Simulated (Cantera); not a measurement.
Mixture: CO : H₂ : O₂ : N₂ = 1 : 0.05 : 0.438 : 1.65 (molar parts), at 25.0 bar, adiabatic and at constant pressure. Ignition delay is the time to a rise of 400 K.

Computed with Cantera and GRI-Mech 3.0 (53 species, 325 reactions). The hydrogen kinetics of GRI-Mech 3.0 are dated; newer H2 mechanisms differ, most at raised pressure. The pressure lies above the range GRI-Mech 3.0 was tuned for (to about 10 atm). Below about 950 K walls govern HO2 and H2O2 in real vessels.

What does this change do: constant volume in place of constant pressure?


```csv
quantity,before,after
delay at 850 K,0.179 s,0.148 s
delay at 1050 K,0.979 ms,0.842 ms
delay at 1250 K,31.3 µs,27.5 µs
delay at 1450 K,4.16 µs,3.63 µs
delay at 1650 K,1.85 µs,1.57 µs
apparent activation energy between 1450 and 1650 K,81 kJ/mol,84 kJ/mol
```
